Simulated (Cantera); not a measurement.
An adiabatic, constant-volume homogeneous reactor starts with 12.2 % CO, 5.98 % H₂, 17.2 % O₂, 64.6 % N₂, equivalence ratio 0.53, at 1800 K and 760 Torr.

Computed with Cantera and GRI-Mech 3.0 (53 species, 325 reactions).

**Question.** Predict: time of steepest temperature rise; temperature at 6.00 s; equilibrium temperature; x(CO) at 6.00 s; x(H₂) at 6.00 s; x(O₂) at 6.00 s; x(H₂O₂) at 6.00 s; x(O) at 6.00 s; x(NO₂) at 6.00 s; x(NO) at 6.00 s.

**Answer.** 
```
Item                                                                 Value
---------------------------------  ---------------------------------------
time of steepest temperature rise                                  10.7 µs
temperature at 6.00 s                                               2789 K
equilibrium temperature                                             2789 K
x(CO) at 6.00 s                      0.0377 (gas-phase equilibrium 0.0377)
x(H₂) at 6.00 s                    0.00297 (gas-phase equilibrium 0.00297)
x(O₂) at 6.00 s                      0.0862 (gas-phase equilibrium 0.0862)
x(H₂O₂) at 6.00 s                  2.22e-7 (gas-phase equilibrium 2.22e-7)
x(O) at 6.00 s                       0.0127 (gas-phase equilibrium 0.0127)
x(NO₂) at 6.00 s                   1.14e-5 (gas-phase equilibrium 1.14e-5)
x(NO) at 6.00 s                      0.0216 (gas-phase equilibrium 0.0216)
```
